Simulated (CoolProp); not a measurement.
Vapour-liquid equilibrium of cyclohexane (1) + dimethyl carbonate (2) at 14 kPa; x and y are mole fractions of (1).

Model: multi-fluid Helmholtz-energy mixture model, Zhou 2014 and Zhou 2011; pair parameters Bell 2016, in CoolProp.

### Question
Give the bubble temperature and the first vapour's composition at x = 0.05, 0.35, 0.45. Is there an azeotrope?

### Answer
x = 0.05: 31.6 °C, y = 0.309; x = 0.35: 21.8 °C, y = 0.642; x = 0.45: 21.5 °C, y = 0.652. y crosses x between x = 0.65 and 0.75: the model has an azeotrope there.

The pair parameters rest on a limited set of measurements; away from them the model extrapolates.
